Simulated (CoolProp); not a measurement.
Properties of nitrogen along the isobar 700 kPa (Tc = -147.0 °C, pc = 3396 kPa, ω = 0.037).

Model: reference Helmholtz-energy equation of state, Span 2000, in CoolProp.

```csv
T (°C),phase,Z,Joule-Thomson coefficient (K/MPa)
-200.55,liquid,0.03920,___
-194.85,liquid,0.03749,-0.3390
-189.05,liquid,0.03613,-0.2948
-183.35,liquid,0.03514,-0.2337
-177.65,liquid,___,-0.1449
-171.95,gas,___,16.83
-166.25,gas,0.8755,___
-160.45,gas,0.8958,13.31
-154.75,gas,0.9115,12.05
-149.05,gas,0.9240,10.99
-143.35,gas,0.9343,10.09
-137.65,gas,0.9428,9.309
-131.85,gas,0.9501,8.616
-126.15,gas,0.9561,8.015
```

Problem. What belongs in the gaps?

Solution. 
- -200.55, Joule-Thomson coefficient (K/MPa): -0.3706
- -177.65, Z: 0.03448
- -171.95, Z: 0.8491
- -166.25, Joule-Thomson coefficient (K/MPa): 14.88
